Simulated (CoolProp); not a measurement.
Sulfur hexafluoride along the isobar 5.19 MPa: fugacity coefficient from the reference equation and from simpler models built on Tc = 318.7 K, pc = 3.755 MPa, ω = 0.210; each cubic takes its own stable root.

Model: reference Helmholtz-energy equation of state, Guder 2009, in CoolProp.

```
T (K)          phase  reference  Soave-Redlich-Kwong  Peng-Robinson
-----  -------------  ---------  -------------------  -------------
302.2         liquid        [?]               0.4149         0.3971
327.1  supercritical     0.5720               0.5767         0.5525
352    supercritical     0.6880                  [?]         0.6608
376.9  supercritical     0.7576               0.7599            [?]
401.9  supercritical     0.8088               0.8130         0.7839
426.8  supercritical     0.8481               0.8541            [?]
451.7  supercritical     0.8791               0.8867         0.8590
476.6  supercritical     0.9040               0.9128         0.8862
501.5  supercritical        [?]               0.9340         0.9085
526.4  supercritical        [?]               0.9512         0.9269
551.3  supercritical     0.9542               0.9654         0.9422
```

Some entries are withheld; supply them.


- 302.2, reference: 0.4055
- 352, Soave-Redlich-Kwong: 0.6889
- 376.9, Peng-Robinson: 0.7308
- 426.8, Peng-Robinson: 0.8256
- 501.5, reference: 0.9241
- 526.4, reference: 0.9406
